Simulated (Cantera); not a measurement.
A closed system holds: 1 mol C3H6, 0.81 mol CO2, at 7.30 bar.

Method: chemical equilibrium by Gibbs-energy minimisation in Cantera with the NASA 1993 tables (ideal gas, pure condensed phases). Candidate condensed phases: C, C6H6, C7H8, C8H18, H2O; 110 gas species. Rates play no part. All values below are at 2025 K.

Base state: H2 0.647, CO 0.351, CH4 0.00121, C2H2 (acetylene) 0.000585, H 0.000573, H2O 0.000176, CH3 2.12e-5, CO2 2.04e-5 (mole fractions); condensed: C(graphite).

### Question
What changes in the equilibrium state with this change: pressure from 7.30 bar to 0.100 bar?

### Answer
```tsv
species	before	after
H2	0.647	0.645
CO	0.351	0.350
H	0.000573	0.00489
CH4	0.00121	1.65e-5
CO2	2.04e-5	2.78e-7
H2O	0.000176	2.40e-6
C2H4	1.62e-5	2.21e-7
C(graphite), mol	2.18	2.18
```
